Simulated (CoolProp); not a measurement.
500 sccm (0 °C, 1 atm) of nitrogen bubbles through liquid methanol at 275.6 K and leaves saturated at a total pressure of 0.041 MPa (ideal gas phase). Each further row changes one setting.

Computed with CoolProp (reference Helmholtz-energy equation of state, de Reuck 1993).

```json
[
 {"case": "as stated", "vapour pressure (kPa)": "4.73", "mole fraction of vapour": "___", "delivery (mg/min)": "___", "delivery (sccm)": "___", "change of delivery for a bath 1 K warmer (%)": "___"},
 {"case": "bath temperature 280.6 K", "vapour pressure (kPa)": "___", "mole fraction of vapour": "___", "delivery (mg/min)": "132", "delivery (sccm)": "92.5", "change of delivery for a bath 1 K warmer (%)": "___"},
 {"case": "total pressure 0.082 MPa", "vapour pressure (kPa)": "4.73", "mole fraction of vapour": "0.0576", "delivery (mg/min)": "43.7", "delivery (sccm)": "30.6", "change of delivery for a bath 1 K warmer (%)": "___"}
]
```

**Question.** Complete the blanks.

**Answer.** 
- as stated, mole fraction of vapour: 0.115
- as stated, delivery (mg/min): 93.2
- as stated, delivery (sccm): 65.2
- as stated, change of delivery for a bath 1 K warmer (%): 7.2
- bath temperature 280.6 K, vapour pressure (kPa): 6.40
- bath temperature 280.6 K, mole fraction of vapour: 0.156
- bath temperature 280.6 K, change of delivery for a bath 1 K warmer (%): 7.3
- total pressure 0.082 MPa, change of delivery for a bath 1 K warmer (%): 6.8
